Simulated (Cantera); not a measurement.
**Premixed flame**

A freely propagating, adiabatic, planar premixed flame of 1.49 % CH₄, 1.03 % C₂H₆, 2.24 % C₃H₈, 20.0 % O₂, 75.2 % N₂, equivalence ratio 0.89, unburnt at 398 K and 7.20 bar; mixture-averaged transport, grid criteria slope 0.08 and curve 0.16, no radiation.

Detailed kinetics in Cantera: GRI-Mech 3.0 (53 species, 325 reactions). GRI-Mech 3.0 was tuned for natural gas; its chemistry of propane as a main component is partial and can be far from experiment. Burning velocities carry a grid error of a few per cent, more on coarse grids.

```
z (mm)   T (K)  u (m/s)     x CH₄    x C₂H₆    x C₃H₈     x NO    x C₂H₄     x CH₃
-------  -----  -------  --------  --------  --------  -------  --------  --------
-0.238     398    0.352    0.0149    0.0103    0.0224    <1e-8   7.10e-7     <1e-8
-0.159     402    0.355    0.0149    0.0103    0.0224    <1e-8   8.55e-6     <1e-8
-0.119     413    0.366    0.0147    0.0103    0.0223    <1e-8   3.99e-5     <1e-8
-0.0793    488    0.435    0.0140   0.00997    0.0220  5.70e-8  0.000365   1.93e-8
-0.0396    899    0.816    0.0105   0.00724    0.0166  1.39e-6   0.00328   3.11e-5
-0.0198   1314     1.21   0.00697   0.00344   0.00688  4.74e-6   0.00583  0.000518
0         1735     1.62   0.00226  0.000219  0.000193  9.70e-6   0.00219  0.000711
0.0198    1934     1.80  0.000152   3.02e-7   4.45e-8  1.60e-5   5.41e-5   6.14e-5
0.0396    2022     1.87   4.93e-6     <1e-8     <1e-8  2.10e-5   5.28e-7   2.28e-6
0.0793    2115     1.94     <1e-8     <1e-8     <1e-8  2.75e-5     <1e-8     <1e-8
0.159     2191     2.00     <1e-8     <1e-8     <1e-8  3.57e-5     <1e-8     <1e-8
0.317     2234     2.03     <1e-8     <1e-8     <1e-8  4.55e-5     <1e-8     <1e-8
0.634     2251     2.05     <1e-8     <1e-8     <1e-8  5.87e-5     <1e-8     <1e-8
```
x: mole fraction of selected species; z is measured from the peak of heat release.

```
Property                     Result
------------------------  ---------
laminar burning velocity  35.1 cm/s
thermal thickness         0.0793 mm
peak x(C₂H₄)                0.00587
peak x(CH₃)                0.000940
grid points                     132
```
